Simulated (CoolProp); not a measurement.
A Linde-Hampson liquefier for ethane: isothermal reversible compression at 320 K from 1 atm to 40 MPa, throttling to 1 atm, return gas leaving the recuperator 10 K below the feed. Each further row changes one setting.

Values from CoolProp's reference Helmholtz-energy equation of state, Bücker 2006.

| case | liquid yield per pass | compression work (kJ/kg of gas) |
|---|---|---|
| as stated | … | 414 |
| high pressure 80 MPa | … | … |
| warm-end temperature 350 K | … | … |
| warm-end gap 15 K | … | 414 |

**Question.** Complete the blanks.

**Answer.** 
- as stated, liquid yield per pass: 0.446
- high pressure 80 MPa, liquid yield per pass: 0.395
- high pressure 80 MPa, compression work (kJ/kg of gas): 499
- warm-end temperature 350 K, liquid yield per pass: 0.376
- warm-end temperature 350 K, compression work (kJ/kg of gas): 482
- warm-end gap 15 K, liquid yield per pass: 0.439
